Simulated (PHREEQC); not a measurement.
**Acid mine or pickling water**

A made-up water analysis in mg/L, 25 °C, pH 3.49, pe 10.5:

```tsv
constituent	mg/L
Na	122
K	0.268
Ca	128
Mg	32.3
Cl	41.3
S(6) as SO4	688
Mn(2)	0.164
Al	3.06
```

Cl is adjusted to close the charge balance.
Valence states are taken as typed.

Model: ion-association model, phreeqc.dat, run in PHREEQC.

Each row changes one thing in this solution. This is a speciation only: nothing precipitates in the calculation.

| case | ionic strength (mol/kgw) | SO4-2 (mol/kgw) | Ca+2 (mol/kgw) | Mg+2 (mol/kgw) | CaSO4 (mol/kgw) | MgSO4 (mol/kgw) | SI of Gypsum (CaSO4:2H2O) | SI of Gibbsite (Al(OH)3) |
|---|---|---|---|---|---|---|---|---|
| as made | 0.0214 | 0.00566 | 0.00240 | 0.000921 | 0.000797 | 0.000409 | -0.77 | -2.79 |
| temperature from 25 to 10 °C at the same typed pH | [?] | 0.00583 | 0.00244 | 0.00102 | 0.000753 | [?] | -0.73 | -3.61 |
| all concentrations times 2 at the same typed pH | [?] | 0.0106 | 0.00437 | [?] | 0.00202 | 0.00102 | -0.36 | [?] |
| Na from 122 to 366 mg/L | 0.0325 | 0.00569 | 0.00251 | 0.000972 | 0.000688 | 0.000358 | -0.83 | -2.78 |

Task: Fill in the missing entries.

Result: 
- temperature from 25 to 10 °C at the same typed pH, ionic strength (mol/kgw): 0.0221
- temperature from 25 to 10 °C at the same typed pH, MgSO4 (mol/kgw): 0.000313
- all concentrations times 2 at the same typed pH, ionic strength (mol/kgw): 0.0398
- all concentrations times 2 at the same typed pH, Mg+2 (mol/kgw): 0.00164
- all concentrations times 2 at the same typed pH, SI of Gibbsite (Al(OH)3): -2.72

Away from 25 °C the constants follow the database's enthalpies or fits; those with neither stay at their 25 °C values.
